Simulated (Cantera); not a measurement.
Low-pressure radical oxidation in H2/O2

An isothermal, constant-pressure homogeneous reactor starts with H2 : O2 = 0.014 : 1 (molar parts), equivalence ratio 0.0070, at 1075 K and 1330 Pa.

Model: the H2/O2 subset of GRI-Mech 3.0, which has no nitrogen chemistry, integrated in Cantera. Radical loss at walls, strong at low pressure, is not modelled.

```json
[
 {"t (s)": "0.000100", "x H2": "0.0138", "x O2": "0.986", "x OH": "3.57e-11", "x H": "5.48e-11", "x H2O2": "<1e-12", "x H2O": "4.46e-12"},
 {"t (s)": "0.000316", "x H2": "0.0138", "x O2": "0.986", "x OH": "2.03e-10", "x H": "1.16e-10", "x H2O2": "<1e-12", "x H2O": "8.73e-11"},
 {"t (s)": "0.00100", "x H2": "0.0138", "x O2": "0.986", "x OH": "1.30e-9", "x H": "4.62e-10", "x H2O2": "<1e-12", "x H2O": "1.60e-9"},
 {"t (s)": "0.00316", "x H2": "0.0138", "x O2": "0.986", "x OH": "5.70e-8", "x H": "1.81e-8", "x H2O2": "1.64e-12", "x H2O": "1.13e-7"},
 {"t (s)": "0.0100", "x H2": "0.00848", "x O2": "0.982", "x OH": "0.00136", "x H": "0.000882", "x H2O2": "1.21e-7", "x H2O": "0.00420"},
 {"t (s)": "0.0316", "x H2": "7.09e-5", "x O2": "0.978", "x OH": "0.000607", "x H": "0.000690", "x H2O2": "2.68e-8", "x H2O": "0.0131"},
 {"t (s)": "0.100", "x H2": "3.25e-5", "x O2": "0.982", "x OH": "0.000411", "x H": "0.000215", "x H2O2": "2.62e-8", "x H2O": "0.0135"},
 {"t (s)": "0.316", "x H2": "7.57e-6", "x O2": "0.985", "x OH": "0.000200", "x H": "2.46e-5", "x H2O2": "2.26e-8", "x H2O": "0.0138"},
 {"t (s)": "1.00", "x H2": "1.07e-6", "x O2": "0.986", "x OH": "7.65e-5", "x H": "1.37e-6", "x H2O2": "1.41e-8", "x H2O": "0.0139"},
 {"t (s)": "3.16", "x H2": "1.37e-7", "x O2": "0.986", "x OH": "2.80e-5", "x H": "6.69e-8", "x H2O2": "5.48e-9", "x H2O": "0.0139"},
 {"t (s)": "10.0", "x H2": "2.10e-8", "x O2": "0.986", "x OH": "1.11e-5", "x H": "4.20e-9", "x H2O2": "1.54e-9", "x H2O": "0.0139"}
]
```
x: mole fraction; the columns are a selection and need not sum to one.

Equilibrium at this temperature and pressure: H2 8.55e-11, O2 0.986, OH 7.29e-7, H 1.18e-12, H2O2 1.10e-11, H2O 0.0139 (gas phase only).
